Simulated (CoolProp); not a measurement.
The fluid at 261.04 K and 3.87 MPa is throttled through a valve to 1.07 MPa with no heat exchange. The same conditions are run with several fluids, on thermodynamics alone (safety and materials aside).

The numbers come from the reference Helmholtz-energy equation of state of each fluid (nitrogen: Span 2000; dry air: Lemmon 2000; normal hydrogen: Leachman 2009; carbon monoxide: Lemmon 2006; CF4 (R14): Platzer 1990) in CoolProp. The equations of Platzer and Polt are older, rougher fits. Blends and air are pseudo-pure fits.

### Question
Rank nitrogen, dry air, normal hydrogen, carbon monoxide, CF4 (R14) by temperature change (K), highest first.

### Answer
normal hydrogen (+0.7), nitrogen (-7.5), dry air (-7.9), carbon monoxide (-8.7), CF4 (R14) (-25.7)

```json
[
 {"fluid": "nitrogen", "final density (kg/m³)": "14.3"},
 {"fluid": "dry air", "final density (kg/m³)": "14.9"},
 {"fluid": "normal hydrogen", "final density (kg/m³)": "0.985"},
 {"fluid": "carbon monoxide", "final density (kg/m³)": "14.4"},
 {"fluid": "CF4 (R14)", "final density (kg/m³)": "53.0"}
]
```
